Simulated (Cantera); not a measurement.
Charge: 1 mol Si3N4, 0.26 mol H2O, 11 mol H2, at 1902 °C and 29.0 Pa.

Method: chemical equilibrium by Gibbs-energy minimisation in Cantera with the NASA 1993 tables (ideal gas, pure condensed phases). Candidate condensed phases: H2O, Si, SiO2, Si2N2O, Si3N4; 35 gas species. The tables' values for SiN are old estimates; treat these amounts as uncertain. Gases not in the tables: Si2H6 and higher silanes. The numbers say what is thermodynamically allowed, not how fast it happens.

Base state: H2 0.518, H 0.206, Si 0.149, N2 0.110, SiO 0.0144, SiH 0.000852, Si2 0.000342, SiN 0.000150 (mole fractions); condensed: gas only.

Q: What changes in the equilibrium state with this change: Si3N4 replaced by Si?

A: 
| species | before | after |
|---|---|---|
| H2 | 0.518 | 0.690 |
| H | 0.206 | 0.238 |
| Si | 0.149 | 0.0527 |
| N2 | 0.110 | 0 |
| SiO | 0.0144 | 0.0187 |
| SiN | 0.000150 | 0 |
| Si2N | 2.54e-5 | 0 |
| Si3 | 1.02e-5 | 4.46e-7 |

Q: What changes in the equilibrium state with this change: temperature from 1902 °C to 952 °C?

A: 
| species | before | after |
|---|---|---|
| H2 | 0.518 | 0.992 |
| N2 | 0.110 | 0.00764 |
| H | 0.206 | 1.82e-5 |
| Si | 0.149 | 1.09e-9 |
| SiO | 0.0144 | 2.41e-7 |
| SiH | 0.000852 | <1e-9 |
| Si2 | 0.000342 | <1e-9 |
| SiN | 0.000150 | <1e-9 |
| Si2N2O(s), mol | 0 | 0.260 |
| Si3N4(s), mol | 0 | 0.827 |
Mutual solubility and eutectic melting of coexisting phases are not modelled.

Q: What changes in the equilibrium state with this change: temperature from 1902 °C to 1627 °C?

A: 
```json
[
 {"species": "H2", "before": "0.518", "after": "0.758"},
 {"species": "N2", "before": "0.110", "after": "0.138"},
 {"species": "Si", "before": "0.149", "after": "0.0435"},
 {"species": "H", "before": "0.206", "after": "0.0406"},
 {"species": "SiO", "before": "0.0144", "after": "0.0180"},
 {"species": "Si3", "before": "1.02e-5", "after": "7.88e-5"},
 {"species": "Si2N", "before": "2.54e-5", "after": "0.000133"},
 {"species": "Si(l), mol", "before": "0", "after": "2.08"}
]
```
